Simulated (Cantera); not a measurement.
## Equilibrium for roasting and sulfation: CaS + SO2 + N2

Input: 1 mol CaS, 0.5 mol SO2, 24 mol N2, held at 1250 °C.

Method: chemical equilibrium by Gibbs-energy minimisation in Cantera with the NASA 1993 tables (ideal gas, pure condensed phases). Candidate condensed phases: Ca, CaO, CaS, CaSO4, S; 21 gas species. Mutual solubility and eutectic melting of coexisting phases are not modelled. Equilibrium is a limit: real reactors are often held back by kinetics, nucleation or transport.

```json
[
 {"P (Pa)": "1000", "log p N2": "-2.01", "log p SO2": "-3.80", "log p S2": "-4.27", "log p SO": "-4.97", "log p S2O": "-6.40", "log p S": "-6.41", "n CaO(s)": "0.186", "n CaS(s)": "0.814"},
 {"P (Pa)": "2600", "log p N2": "-1.59", "log p SO2": "-3.35", "log p S2": "-3.98", "log p SO": "-4.67", "log p S2O": "-5.96", "log p S": "-6.26", "n CaO(s)": "0.141", "n CaS(s)": "0.859"},
 {"P (Pa)": "6700", "log p N2": "-1.18", "log p SO2": "-2.92", "log p S2": "-3.69", "log p SO": "-4.38", "log p S2O": "-5.53", "log p S": "-6.12", "n CaO(s)": "0.106", "n CaS(s)": "0.894"},
 {"P (Pa)": "17000", "log p N2": "-0.78", "log p SO2": "-2.50", "log p S2": "-3.41", "log p SO": "-4.10", "log p S2O": "-5.11", "log p S": "-5.98", "n CaO(s)": "0.0801", "n CaS(s)": "0.920"},
 {"P (Pa)": "45000", "log p N2": "-0.36", "log p SO2": "-2.07", "log p S2": "-3.12", "log p SO": "-3.82", "log p S2O": "-4.68", "log p S": "-5.84", "n CaO(s)": "0.0592", "n CaS(s)": "0.941"},
 {"P (Pa)": "120000", "log p N2": "0.07", "log p SO2": "-1.63", "log p S2": "-2.83", "log p SO": "-3.53", "log p S2O": "-4.24", "log p S": "-5.69", "n CaO(s)": "0.0435", "n CaS(s)": "0.956"},
 {"P (Pa)": "300000", "log p N2": "0.47", "log p SO2": "-1.23", "log p S2": "-2.56", "log p SO": "-3.26", "log p S2O": "-3.84", "log p S": "-5.56", "n CaO(s)": "0.0327", "n CaS(s)": "0.967"},
 {"P (Pa)": "770000", "log p N2": "0.88", "log p SO2": "-0.82", "log p S2": "-2.28", "log p SO": "-2.98", "log p S2O": "-3.43", "log p S": "-5.42", "n CaO(s)": "0.0243", "n CaS(s)": "0.976"},
 {"P (Pa)": "2000000", "log p N2": "1.29", "log p SO2": "-0.40", "log p S2": "-2.01", "log p SO": "-2.70", "log p S2O": "-3.01", "log p S": "-5.28", "n CaO(s)": "0.0181", "n CaS(s)": "0.982"}
]
```
log p: log10 of the partial pressure in bar; n: condensed amount in mol.

From 1000 Pa to 2000000 Pa the condensed part is CaO(s) + CaS(s).
